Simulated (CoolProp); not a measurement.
CH2F2 (R32) along the isobar 0.617 MPa: Z from the reference equation and from simpler models built on Tc = 78.1 °C, pc = 5.783 MPa, ω = 0.277; each cubic takes its own stable root.

The numbers come from the reference Helmholtz-energy equation of state, Tillner-Roth 1997 in CoolProp.

```csv
T (°C),phase,reference
71.55,gas,0.9546
81.65,gas,0.9592
91.65,gas,0.9632
101.65,gas,0.9667
111.75,gas,0.9698
121.75,gas,0.9726
131.75,gas,0.9750
141.75,gas,0.9772
151.85,gas,0.9792
161.85,gas,0.9810
```

Task: How far does each simpler model (Pitzer virial, Redlich-Kwong, Peng-Robinson) lie from the reference over these 10 states: mean and median of the absolute difference, and the worst?

Result: 
- Pitzer virial: mean 0.4 %, median 0.3 %, worst +0.6 % at 71.55 °C and 0.617 MPa
- Redlich-Kwong: mean 0.2 %, median 0.2 %, worst +0.6 % at 71.55 °C and 0.617 MPa
- Peng-Robinson: mean 0.1 %, median 0.1 %, worst +0.2 % at 71.55 °C and 0.617 MPa
